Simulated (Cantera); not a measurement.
Feed: 1 mol MgO, 0.06 mol Br2, 0.21 mol N2, held at 825 °C and 0.100 bar.

Cantera equilibrium calculation (NASA polynomials, part measured and part estimated; ideal gas, pure solids and liquids). Candidate condensed phases: Br2, Mg, MgBr2, MgO; 17 gas species. Equilibrium is a limit: real reactors are often held back by kinetics, nucleation or transport.

Base state: N2 0.769, Br2 0.208, Br 0.0237, MgBr2 9.25e-5, O2 4.56e-5 (mole fractions); condensed: MgO(s).

Problem. What changes in the equilibrium state with this change: temperature from 825 °C to 1427 °C?

Solution. 
```tsv
species	before	after
N2	0.769	0.651
Br	0.0237	0.311
Br2	0.208	0.0165
MgBr2	9.25e-5	0.0139
O	<1e-9	1.16e-5
NO	1.22e-6	0.000471
O2	4.56e-5	0.00669
MgO(s), mol	1.000	0.996
```

Problem. What changes in the equilibrium state with this change: temperature from 825 °C to 1000 °C?

Solution. 
| species | before | after |
|---|---|---|
| N2 | 0.769 | 0.741 |
| Br2 | 0.208 | 0.164 |
| Br | 0.0237 | 0.0930 |
| MgBr2 | 9.25e-5 | 0.00108 |
| NO | 1.22e-6 | 1.62e-5 |
| O2 | 4.56e-5 | 0.000534 |
| MgO(s), mol | 1.000 | 1.000 |

Problem. What changes in the equilibrium state with this change: temperature from 825 °C to 727 °C?

Solution. 
| species | before | after |
|---|---|---|
| N2 | 0.769 | 0.774 |
| Br2 | 0.208 | 0.217 |
| Br | 0.0237 | 0.00845 |
| MgBr2 | 9.25e-5 | 1.46e-5 |
| O2 | 4.56e-5 | 7.19e-6 |
| MgO(s), mol | 1.000 | 1.000 |
